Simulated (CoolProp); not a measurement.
Carbon dioxide at 298.15 K and 1.74 MPa is compressed adiabatically to 3.1 MPa with isentropic efficiency 0.75. Each further row changes one setting.

Model: reference Helmholtz-energy equation of state, Span 1996, in CoolProp.

```csv
case,work (kJ/kg),final temperature (K),final density (kg/m³)
as stated,41.9,351.2,51.5
efficiency 1,31.4,341.2,53.6
efficiency 0.65,48.3,357.3,50.3
```
